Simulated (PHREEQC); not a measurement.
Make-up at 20 °C: 18 mmol/kgw Na2SeO4 and 0.6 mmol/kgw HCl. Closed to the air; pH follows from the charge balance.

Model: ion-association model, wateq4f.dat, run in PHREEQC.

Each row changes one thing in this solution. No solid was allowed to form.

```
case                                    pH  HSeO4- (mol/kgw)  SI of Halite (NaCl)
------------------------------------  ----  ----------------  -------------------
as made                               3.42          0.000149                -6.41
diluted 100-fold with water            [?]           3.84e-8               -10.26
diluted 5-fold with water             4.00           1.03e-5                -7.73
0.0007 mol/kgw K3PO4 added             [?]          3.53e-11                -6.42
Na2SeO4 from 0.018 to 0.0036 mol/kgw  3.30           5.09e-5                -7.03
```

### Question
What belongs in the gaps?

### Answer

- diluted 100-fold with water, pH: 5.24
- 0.0007 mol/kgw K3PO4 added, pH: 10.04

H3PO4, which wateq4f.dat lacks, is added to it with the constant of phreeqc.dat.
